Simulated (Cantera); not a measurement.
An adiabatic, constant-pressure homogeneous reactor starts with CH₄ : C₂H₆ : O₂ : N₂ : H₂O = 1 : 0.27 : 1.47 : 5.54 : 1.7 (molar parts), equivalence ratio 2.0, at 1050 K and 3000 Torr. Integrator tolerance rtol = 1e-08.

Computed with Cantera and GRI-Mech 3.0 (53 species, 325 reactions).

**Question.** What does this change do: pressure from 3000 Torr to 2550 Torr?

**Answer.** 
```
quantity                                                              before                                      after
---------------------------------  -----------------------------------------  -----------------------------------------
time of steepest temperature rise                                    13.9 ms                                    15.6 ms
temperature at 2.00 s                                                 1988 K                                     1988 K
equilibrium temperature                                               1988 K                                     1988 K
x(CH₄) at 2.00 s                     1.17e-9 (gas-phase equilibrium 1.33e-9)  8.42e-10 (gas-phase equilibrium 9.63e-10)
x(C₂H₆) at 2.00 s                      <1e-12 (gas-phase equilibrium <1e-12)      <1e-12 (gas-phase equilibrium <1e-12)
x(O₂) at 2.00 s                      4.05e-8 (gas-phase equilibrium 4.05e-8)    4.75e-8 (gas-phase equilibrium 4.75e-8)
x(N₂O) at 2.00 s                   2.28e-10 (gas-phase equilibrium 2.23e-10)  2.28e-10 (gas-phase equilibrium 2.23e-10)
x(H₂) at 2.00 s                          0.155 (gas-phase equilibrium 0.155)        0.155 (gas-phase equilibrium 0.155)
x(HCN) at 2.00 s                     1.74e-7 (gas-phase equilibrium 1.58e-7)    1.50e-7 (gas-phase equilibrium 1.34e-7)
```
